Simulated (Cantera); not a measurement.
Cantera run, input and output.

```python
import numpy as np
import cantera as ct

surf = ct.Interface("ptcombust.yaml", "Pt_surf")
gas = surf.adjacent["gas"]
gas.TPX = 875, 101325, {'CO': 0.023, 'O2': 0.016, 'N2': 0.79}
surf.TP = 875, 101325
reactor = ct.FlowReactor(gas, clone=False)
reactor.area = 0.0001  # m2
reactor.surface_area_to_volume_ratio = 220  # 1/m
reactor.mass_flow_rate = 0.66 * reactor.area * gas.density  # inlet velocity 0.66 m/s
reactor.energy_enabled = False
wall = ct.ReactorSurface(surf, reactor, clone=False)
net = ct.ReactorNet([reactor])
net.rtol, net.atol = 1e-8, 1e-16
show, cover = ['CO', 'O2', 'H2O', 'CO2'], ['PT(S)', 'H(S)', 'O(S)', 'OH(S)', 'CO(S)', 'C(S)']

rows = []
print(f"{'z/m':>9s}{'u/(m/s)':>9s}" + "".join(f"{s:>13s}" for s in show + cover))
for z in [0.00011, 0.00021, 0.0004, 0.00077, 0.0015, 0.0029, 0.0055, 0.011]:
    net.advance(z)
    rows.append([reactor.speed, *gas[show].X, *surf[cover].coverages])
    print(f"{z:9.4g}{rows[-1][0]:9.3g}" + "".join(f"{x:13.4e}" for x in rows[-1][1:]))
```

Output:

```
      z/m  u/(m/s)           CO           O2          H2O          CO2        PT(S)         H(S)         O(S)        OH(S)        CO(S)         C(S)
  0.00011     0.66   2.7109e-02   1.8984e-02  -1.3328e-29   6.4455e-04   2.2914e-01   1.5241e-21   2.1823e-03   7.8010e-20   7.6868e-01   1.2695e-09
  0.00021     0.66   2.6528e-02   1.8696e-02  -2.8110e-30   1.2331e-03   2.3133e-01  -2.5038e-22   2.1966e-03  -1.8015e-20   7.6647e-01   1.2696e-09
   0.0004    0.659   2.5418e-02   1.8144e-02  -2.8082e-28   2.3585e-03   2.3570e-01  -1.8527e-21   2.2259e-03  -1.0678e-19   7.6207e-01   1.2693e-09
  0.00077    0.658   2.3228e-02   1.7055e-02   5.1068e-27   4.5800e-03   2.4515e-01  -7.3852e-20   2.2920e-03  -4.2113e-18   7.5255e-01   1.2660e-09
   0.0015    0.657   1.8761e-02   1.4834e-02   1.1313e-24   9.1094e-03   2.6882e-01  -4.3678e-19   2.4755e-03  -2.0952e-17   7.2870e-01   1.2447e-09
   0.0029    0.654   9.1721e-03   1.0065e-02   1.0214e-24   1.8833e-02   3.6175e-01   3.2340e-21   3.4921e-03   1.0722e-19   6.3476e-01   1.0343e-09
   0.0055    0.651   1.1305e-07   5.5046e-03   1.3810e-28   2.8134e-02   1.9392e-01   7.3702e-23   8.0608e-01   1.6381e-18   1.6400e-07   6.2058e-19
    0.011    0.651  -8.9533e-18   5.5046e-03   3.1803e-33   2.8135e-02   1.9391e-01   7.0424e-23   8.0609e-01   1.5663e-18   2.4583e-17   9.3012e-29
```

Detailed kinetics in Cantera: Deutschmann's 1995 Pt surface mechanism with GRI-Mech 3.0 gas chemistry. Catalytic surfaces can have several steady states; this one follows from the mechanism file's or the stated starting coverage. Mass transfer to the wall is taken as infinitely fast.
